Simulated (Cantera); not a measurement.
Cantera run:

```python
import numpy as np
import cantera as ct

gas_names = """
    CL CL2 H HCL H2 Sr SrCL SrCL2
""".split()
cond_names = """
    Sr(a) Sr(b) Sr(L) SrCL2(a) SrCL2(b) SrCL2(L)
""".split()


# ... load() reads the species with a 1 bar reference pressure and builds the phases ...
atoms = {
    'SrCl2': {'Sr': 1, 'CL': 2},
    'H2': {'H': 2},
}
top_T = {}  # K; cautious upper limits of use, not melting points


# ... equilibrate(T, P, feed) seeds the gas with the atoms and calls Mixture.equilibrate('TP', solver="vcs", rtol=1e-11, max_steps=5000) ...
results = []
feed = {'SrCl2': 1, 'H2': 2.4}  # mol
T = 1325  # K
P = 980  # Pa
mix = equilibrate(T, P, feed)
results.append((T, P, feed, dict(zip(mix.species_names, mix.species_moles))))
print(gas.report(threshold=1e-06))
for i in range(1, mix.n_phases):
    print(f"{mix.phase(i).name:16s} {mix.phase_moles(i):12.5e} mol")
```

It prints:

```
       temperature   1325 K
          pressure   980 Pa
           density   0.00020893 kg/m^3
  mean mol. weight   2.3487 kg/kmol
   phase of matter   gas

                          1 kg             1 kmol
                     ---------------   ---------------
          enthalpy        1.2688e+07          2.98e+07  J
   internal energy        7.9973e+06        1.8783e+07  J
           entropy             91112          2.14e+05  J/K
    Gibbs function       -1.0804e+08       -2.5375e+08  J
 heat capacity c_p             13493             31690  J/K
 heat capacity c_v            9952.6             23376  J/K

                      mass frac. Y      mole frac. X     chem. pot. / RT
                     ---------------   ---------------   ---------------
                 H         7.082e-06        1.6501e-05           -11.438
               HCL        0.00061182        3.9415e-05           -48.184
                H2           0.85647           0.99782           -22.877
                Sr        0.00025404        6.8097e-06           -23.229
              SrCL         0.0013517        2.5796e-05           -59.975
             SrCL2           0.14131         0.0020936           -96.721
     [   +2 minor]        8.2465e-09        5.4636e-10

Sr(L)             0.00000e+00 mol
SrCL2(L)          9.94886e-01 mol
```

Method: chemical equilibrium by Gibbs-energy minimisation in Cantera with the NASA 1993 tables (ideal gas, pure condensed phases).
